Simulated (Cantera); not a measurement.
Cantera with NASA thermochemical tables; ideal gases at 1 bar, condensed phases pure. Values are per mole of reaction as written; species without (g) are pure solids or liquids, kept so even where they would boil at 1 bar.

Q: Between 1848 and 2298 K, where is each reaction favourable under standard conditions?
- 5 H2O2(g) + 4 Ta ⇌ 10 H(g) + 2 Ta2O5

A: 
- 5 H2O2(g) + 4 Ta ⇌ 10 H(g) + 2 Ta2O5: ΔG° is -1695 kJ at 1848 K and -1898 kJ at 2298 K; it stays negative (K > 1). ΔH° is -697 kJ and ΔS° 522 J/K at 2298 K.
